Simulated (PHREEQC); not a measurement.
A solution holds 0.0013 mol/kgw NaHCO3, 0.16 mol/kgw KOH and 0.0069 mol/kgw KCl, at 67 °C. Closed to the air; pH follows from the charge balance.

Model: ion-association model, wateq4f.dat, run in PHREEQC.

Each row changes one thing in this solution. Precipitation was switched off in this run.

| case | pH | Na+ (mol/kgw) | CO3-2 (mol/kgw) | NaCO3- (mol/kgw) | HCO3- (mol/kgw) | NaHCO3 (mol/kgw) | SI of Halite (NaCl) | SI of Nahcolite (NaHCO3) |
|---|---|---|---|---|---|---|---|---|
| as made | 11.93 | 0.00125 | 0.00124 | 5.47e-5 | 8.06e-6 | 2.95e-9 | -7.02 | -8.05 |
| 0.0019 mol/kgw CsOH added | 11.93 | 0.00125 | 0.00124 | 5.45e-5 | 7.96e-6 | 2.91e-9 | -7.02 | -8.06 |
| diluted 2-fold with water | 11.66 | 0.000632 | 0.000623 | 1.76e-5 | 8.97e-6 | 1.90e-9 | -7.55 | -8.25 |
| KCl from 0.0069 to 0.0345 mol/kgw | 11.92 | 0.00125 | 0.00124 | 5.22e-5 | 7.91e-6 | 2.81e-9 | -6.33 | -8.07 |
| KCl from 0.0069 to 0.069 mol/kgw | 11.91 | 0.00125 | 0.00124 | 4.96e-5 | 7.74e-6 | 2.66e-9 | -6.04 | -8.09 |

Complexes and solids missing from the database can't appear. At this temperature some constants are extrapolated from 25 °C, and those without enthalpy data are left unchanged.
